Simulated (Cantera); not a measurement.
Input: 1 mol MgO, 20 mol Cl2, 2.9 mol O2, at 1400 Pa.

Equilibrium computed with Cantera from the NASA thermochemical tables; the gas is ideal and each condensed phase is pure. Candidate condensed phases: Mg, MgCl2, MgO; 11 gas species. Equilibrium is a limit: real reactors are often held back by kinetics, nucleation or transport.

x: gas mole fraction; n: condensed amount in mol.

| T (°C) | x Cl2 | x O2 | x MgCl2 | x Cl | x ClO | x O | n MgO(s) |
|---|---|---|---|---|---|---|---|
| 627 | 0.873 | 0.127 | 7.42e-5 | 0.000584 | ? | 1.62e-11 | 0.998 |
| 677 | 0.872 | 0.127 | 0.000313 | 0.00140 | ? | 9.56e-11 | 0.993 |
| 727 | 0.869 | 0.127 | 0.00114 | 0.00306 | ? | 4.73e-10 | 0.974 |
| 777 | 0.862 | 0.128 | 0.00361 | 0.00622 | ? | 2.02e-9 | 0.917 |
| 827 | 0.848 | 0.130 | 0.0101 | 0.0118 | ? | 7.61e-9 | 0.765 |
| 877 | 0.818 | 0.136 | 0.0251 | 0.0210 | ? | 2.59e-8 | 0.413 |
| 927 | 0.780 | 0.143 | 0.0420 | 0.0353 | ? | 8.00e-8 | 0 |

Question: Complete the blanks.

Answer: 
- 627, x ClO: 2.06e-6
- 677, x ClO: 4.22e-6
- 727, x ClO: 8.02e-6
- 777, x ClO: 1.44e-5
- 827, x ClO: 2.44e-5
- 877, x ClO: 3.98e-5
- 927, x ClO: 6.20e-5
